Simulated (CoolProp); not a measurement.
Properties of 1,2-dichloroethane along the isotherm 226.85 °C (Tc = 288.4 °C, pc = 5226 kPa, ω = 0.269).

The numbers come from the reference Helmholtz-energy equation of state, Thol 2015 in CoolProp.

| p (kPa) | phase | Z | expansivity (1/kK) | fugacity coefficient |
|---|---|---|---|---|
| 4360 | liquid | 0.1173 | 3.038 | 0.4237 |
| 8710 | liquid | 0.2271 | 2.454 | 0.2380 |
| 13100 | liquid | 0.3336 | 2.120 | ? |
| 17400 | liquid | 0.4349 | ? | 0.1487 |
| 21800 | liquid | 0.5361 | 1.737 | 0.1323 |
| 26100 | liquid | 0.6331 | 1.613 | 0.1228 |
| 30500 | liquid | 0.7306 | 1.511 | 0.1168 |
| 34800 | liquid | 0.8245 | 1.428 | 0.1134 |
| 39200 | liquid | 0.9192 | 1.357 | 0.1117 |
| 43600 | liquid | 1.013 | 1.295 | 0.1113 |
| 47900 | liquid | 1.103 | 1.242 | ? |
| 52300 | liquid | 1.195 | 1.194 | 0.1134 |

**Question.** What belongs in the gaps?

**Answer.** 
- 13100, fugacity coefficient: 0.1772
- 17400, expansivity (1/kK): 1.901
- 47900, fugacity coefficient: 0.1119
